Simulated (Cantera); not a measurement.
Feed: 1 mol MgSO4, 0.23 mol H2, 0.028 mol O2, a varied amount of H2O, equilibrated at 698 K and 0.100 bar.

These are equilibrium values from Cantera (NASA tables, ideal gas, pure condensed phases), not measurements of a reactor. Candidate condensed phases: H2O, H2SO4, Mg, MgO, Mg(OH)2, MgS, MgSO4, S; 26 gas species. Gases not in the tables: S3 to S7. The numbers say what is thermodynamically allowed, not how fast it happens.

log p: log10 of the partial pressure in bar; n: condensed amount in mol.

| n(H2O) (mol) | log p H2O | log p H2S | log p SO2 | log p S2 | log p S2O | log p H2 | log p S8 | n MgO(s) | n MgSO4(s) |
|---|---|---|---|---|---|---|---|---|---|
| 0.11 | -1.08 | -2.08 | -2.16 | -2.96 | -4.45 | -4.75 | ? | 0.0649 | 0.935 |
| 0.31 | -1.05 | -2.28 | -2.21 | -3.30 | -4.73 | -4.78 | ? | 0.0714 | 0.929 |
| 0.51 | -1.04 | -2.43 | -2.26 | -3.54 | -4.93 | -4.81 | ? | 0.0774 | 0.923 |
| 0.71 | -1.04 | -2.55 | -2.29 | -3.73 | -5.09 | -4.83 | ? | 0.0829 | 0.917 |
| 0.91 | -1.03 | -2.66 | -2.31 | -3.90 | -5.22 | -4.86 | ? | 0.0880 | 0.912 |
| 1.1 | -1.03 | -2.74 | -2.34 | -4.03 | -5.33 | -4.88 | ? | 0.0924 | 0.908 |
| 1.3 | -1.03 | -2.82 | -2.36 | -4.15 | -5.44 | -4.89 | ? | 0.0969 | 0.903 |
| 1.5 | -1.02 | -2.90 | -2.38 | -4.27 | -5.53 | -4.91 | ? | 0.101 | 0.899 |
| 1.7 | -1.02 | -2.97 | -2.39 | -4.37 | -5.62 | -4.93 | ? | 0.105 | 0.895 |
| 1.9 | -1.02 | -3.03 | -2.41 | -4.47 | -5.70 | -4.94 | ? | 0.109 | 0.891 |
| 2.1 | -1.02 | -3.09 | -2.43 | -4.57 | -5.78 | -4.96 | ? | 0.112 | 0.888 |
| 2.3 | -1.02 | -3.15 | -2.44 | -4.65 | -5.85 | -4.97 | ? | 0.115 | 0.885 |
| 2.5 | -1.02 | -3.20 | -2.45 | -4.74 | -5.92 | -4.98 | ? | 0.118 | 0.882 |

### Question
What belongs in the gaps?

### Answer

- 0.11, log p S8: -5.71
- 0.31, log p S8: -7.07
- 0.51, log p S8: -8.03
- 0.71, log p S8: -8.80
- 0.91, log p S8: -9.44
- 1.1, log p S8: -9.98
- 1.3, log p S8: -10.48
- 1.5, log p S8: -10.94
- 1.7, log p S8: -11.36
- 1.9, log p S8: -11.75
- 2.1, log p S8: -12.12
- 2.3, log p S8: -12.47
- 2.5, log p S8: -12.81
